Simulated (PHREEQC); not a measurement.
PHREEQC input (ion-association model, phreeqc.dat):

```
SOLUTION 0
  temp 40
  units mmol/kgw
  pH 7 charge
  Cl 8.81
  Ca 4.4
  S(6) 71
  Zn 71
  O(0) 1 O2(g) -0.68
SOLUTION 1-30
  temp 40
  units mmol/kgw
  pH 7 charge
  Cl 8.73
  Cd 0.36
  Mg 4
  O(0) 1 O2(g) -0.68
END
EXCHANGE 1-30
  X 0.1
  -equilibrate 1
END
SELECTED_OUTPUT 1
  -reset false
  -pH true
  -pe true
  -ionic_strength true
  -water true
  -step true
  -totals Ca Cd Cl Mg S Zn S(-2) S(6)
  -molalities CaX2 ZnX2 CdX2 MgX2
  -saturation_indices Gypsum Zn(OH)2(e) Cd(OH)2
PRINT
  -reset false
TRANSPORT
  -cells 30
  -shifts 120
  -lengths 0.0166667
  -time_step 300
  -dispersivities 0.04
  -boundary_conditions flux flux
  -correct_disp true
  -punch_cells 30
  -punch_frequency 4
END
```

Selected output (columns that matter, 17 of 31 rows; pore volumes added in front):

```
pore volumes	pH	mu	Ca	Cd	Cl	Mg	S	Zn	m_CaX2	m_ZnX2	m_CdX2	si_Gypsum	si_Zn(OH)2(e)	si_Cd(OH)2
0	5.0436	0.01283	0	0.00036	0.00873	0.004	0	0	0	0	0.0036891	-1000	-1000	-7.4029
0.2833	5.0444	0.012906	0	0.00036198	0.00873	0.0040281	3.0068e-05	0	0	0	0.0036891	-1000	-1000	-7.3999
0.55	5.1551	0.026259	3.0142e-13	0.00073553	0.0087367	0.0095674	0.0059396	1.5909e-10	2.5807e-12	1.1018e-09	0.0036876	-11.004	-11.366	-6.9989
0.8167	5.3188	0.063659	8.7775e-07	0.0019737	0.0087595	0.028517	0.026215	9.8372e-05	2.7706e-06	0.00023668	0.0036928	-4.2562	-5.4631	-6.4291
1.0833	5.3627	0.097771	0.00010963	0.0031231	0.0087824	0.042604	0.046487	0.0050365	0.00020554	0.0069567	0.0034026	-2.0919	-3.773	-6.2395
1.2167	5.3412	0.1111	0.00034359	0.0032488	0.0087906	0.042373	0.053798	0.012223	0.0005385	0.013989	0.0029358	-1.5835	-3.4598	-6.2917
1.4833	5.2867	0.13083	0.0011993	0.0026822	0.008801	0.03247	0.063057	0.031101	0.0014597	0.027431	0.0018664	-1.0323	-3.1946	-6.5121
1.75	5.2501	0.14261	0.0021674	0.0018135	0.0088061	0.020768	0.067525	0.047175	0.0022852	0.035978	0.0010898	-0.7746	-3.1003	-6.7668
2.0167	5.2296	0.14899	0.0029392	0.0011208	0.0088083	0.012268	0.069527	0.057599	0.0028704	0.040682	0.0006232	-0.6431	-3.0604	-7.0216
2.2833	5.2185	0.15229	0.0034718	0.00066435	0.0088093	0.0069863	0.070388	0.063665	0.0032567	0.043202	0.00035471	-0.5715	-3.0418	-7.273
2.55	5.2125	0.15397	0.0038175	0.00038568	0.0088097	0.003907	0.070749	0.067038	0.0035061	0.044547	0.00020159	-0.5308	-3.0325	-7.5221
2.8167	5.2093	0.15482	0.0040362	0.00022142	0.0088099	0.0021641	0.070898	0.068876	0.0036655	0.045264	0.00011444	-0.507	-3.0278	-7.7699
2.95	5.2083	0.15507	0.0041126	0.00016734	0.0088099	0.001607	0.070935	0.069448	0.0037221	0.045484	8.6192e-05	-0.4989	-3.0263	-7.8937
3.2167	5.207	0.15539	0.0042207	9.5257e-05	0.00881	0.00088372	0.070974	0.070174	0.0038031	0.045761	4.8849e-05	-0.4878	-3.0245	-8.141
3.4833	5.2063	0.15556	0.004288	5.4058e-05	0.00881	0.00048473	0.070989	0.070562	0.0038545	0.045906	2.7655e-05	-0.481	-3.0236	-8.3885
3.75	5.206	0.15565	0.00433	3.0617e-05	0.00881	0.00026544	0.070996	0.07077	0.0038871	0.045981	1.5642e-05	-0.4768	-3.023	-8.6361
4.0167	5.2058	0.15569	0.0043562	1.7317e-05	0.00881	0.0001452	0.070998	0.07088	0.0039078	0.04602	8.841e-06	-0.4742	-3.0228	-8.884
```

At this temperature some constants are extrapolated from 25 °C, and those without enthalpy data are left unchanged.
